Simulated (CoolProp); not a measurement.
A Linde-Hampson liquefier for ethane: isothermal reversible compression at 320 K from 1 atm to 20 MPa, throttling to 1 atm, return gas leaving the recuperator 5 K below the feed. Each further row changes one setting.

Values from CoolProp's reference Helmholtz-energy equation of state, Bücker 2006.

```
case                        liquid yield per pass  compression work (kJ/kg of gas)
--------------------------  ---------------------  -------------------------------
as stated                                     [?]                              366
high pressure 40 MPa                          [?]                              [?]
warm-end temperature 350 K                    [?]                              [?]
warm-end gap 10 K                             [?]                              366
```

Question: Fill in the missing entries.

Answer: 
- as stated, liquid yield per pass: 0.458
- high pressure 40 MPa, liquid yield per pass: 0.454
- high pressure 40 MPa, compression work (kJ/kg of gas): 414
- warm-end temperature 350 K, liquid yield per pass: 0.373
- warm-end temperature 350 K, compression work (kJ/kg of gas): 429
- warm-end gap 10 K, liquid yield per pass: 0.451
